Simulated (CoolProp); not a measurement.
Vapour-liquid equilibrium of R114 (1) + benzene (2) at 648 kPa; x and y are mole fractions of (1).

Model: multi-fluid Helmholtz-energy mixture model, Platzer 1990 and Thol 2012; pair parameters Bell 2016, in CoolProp. This equation is an older, rougher fit; its heat capacities, sound speeds and derivatives of the liquid may be far off and weren't checked against measurements.

Question: Give the bubble temperature and the first vapour's composition at x = 0.125, 0.5, 0.8. Is there an azeotrope?

Answer: x = 0.125: 117.1 °C, y = 0.581; x = 0.5: 82.2 °C, y = 0.872; x = 0.8: 71.3 °C, y = 0.946. No azeotrope shows between x = 0.05 and 0.95.

The pair parameters rest on a limited set of measurements; away from them the model extrapolates.
